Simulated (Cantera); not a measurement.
Charge: 1 mol NH3, 4.6 mol O2, held at 3348 K and 0.000630 bar.

These are equilibrium values from Cantera (NASA tables, ideal gas, pure condensed phases), not measurements of a reactor. Candidate condensed phases: H2O; 24 gas species. The numbers say what is thermodynamically allowed, not how fast it happens.

Base state: O 0.719, H 0.236, N2 0.0382, O2 0.00299, NO 0.00183, OH 0.00107, N 0.000812, H2 0.000206 (mole fractions); condensed: gas only.

Q: What changes in the equilibrium state with this change: temperature from 3348 K to 2723 K?

A: 
```
species    before    after
-------  --------  -------
O           0.719    0.560
H           0.236    0.221
O2        0.00299    0.125
OH        0.00107   0.0320
N2         0.0382   0.0433
H2O       2.21e-6  0.00444
N        0.000812  1.62e-5
H2       0.000206  0.00803
NO        0.00183  0.00596
```

Q: What changes in the equilibrium state with this change: O2 from 4.6 to 0.75 mol?

A: 
```json
[
 {"species": "H", "before": "0.236", "after": "0.598"},
 {"species": "O", "before": "0.719", "after": "0.298"},
 {"species": "N2", "before": "0.0382", "after": "0.0990"},
 {"species": "H2", "before": "0.000206", "after": "0.00133"},
 {"species": "O2", "before": "0.00299", "after": "0.000512"},
 {"species": "N", "before": "0.000812", "after": "0.00131"},
 {"species": "NO", "before": "0.00183", "after": "0.00122"},
 {"species": "OH", "before": "0.00107", "after": "0.00112"}
]
```

Q: What changes in the equilibrium state with this change: O2 from 4.6 to 0.26 mol?

A: 
| species | before | after |
|---|---|---|
| H | 0.236 | 0.743 |
| O | 0.719 | 0.128 |
| N2 | 0.0382 | 0.124 |
| O2 | 0.00299 | 9.51e-5 |
| H2 | 0.000206 | 0.00205 |
| NO | 0.00183 | 0.000587 |
